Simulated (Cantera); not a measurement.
A closed system holds: 1 mol Cu₂O, 1.1 mol C, 7.6 mol H₂, 3.3 mol CO, held at 0.240 bar.

Equilibrium computed with Cantera from the NASA thermochemical tables; the gas is ideal and each condensed phase is pure. Candidate condensed phases: C, C₆H₆, C₇H₈, C₈H₁₈, Cu, CuO, Cu(OH)₂, Cu₂O, H₂O; 113 gas species. Kinetics and transport are ignored. All values below are at 1677 °C.

Base state: H₂ 0.630, CO 0.357, Cu 0.0111, H 0.00186, C₂H₂ (acetylene) 0.000344, CH₄ 4.63e-5, Cu₂ 3.86e-5 (mole fractions); condensed: C(graphite) + Cu(l).

Task: What changes in the equilibrium state with this change: pressure from 0.240 bar to 1 atm?

Result: 
```json
[
 {"species": "H₂", "before": "0.630", "after": "0.636"},
 {"species": "CO", "before": "0.357", "after": "0.360"},
 {"species": "Cu", "before": "0.0111", "after": "0.00264"},
 {"species": "CH₄", "before": "4.63e-5", "after": "0.000199"},
 {"species": "H₂O", "before": "7.76e-6", "after": "3.34e-5"},
 {"species": "Cu₂", "before": "3.86e-5", "after": "9.14e-6"},
 {"species": "H", "before": "0.00186", "after": "0.000908"},
 {"species": "C₂H₂ (acetylene)", "before": "0.000344", "after": "0.000347"},
 {"species": "C(graphite), mol", "before": "0.0912", "after": "0.0897"},
 {"species": "Cu(l), mol", "before": "1.86", "after": "1.97"}
]
```
